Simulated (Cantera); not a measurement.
An adiabatic, constant-pressure homogeneous reactor starts with 16.4 % CH4, 1.08 % C2H6, 17.3 % O2, 65.2 % N2, equivalence ratio 2.1, at 1400 K and 220000 Pa.

Model: GRI-Mech 3.0 (53 species, 325 reactions), integrated in Cantera.

Task: Predict: time of steepest temperature rise; temperature at 0.100 s; equilibrium temperature; x(O2) at 0.100 s; x(HO2) at 0.100 s.

Result: 
```json
{
  "time_of_steepest_temperature_rise": "0.843 ms",
  "temperature at 0.100 s": "2395 K",
  "equilibrium_temperature": "2395 K",
  "x(O2) at 0.100 s": "2.48e-6 (gas-phase equilibrium 2.48e-6)",
  "x(HO2) at 0.100 s": "2.87e-9 (gas-phase equilibrium 2.87e-9)"
}
```
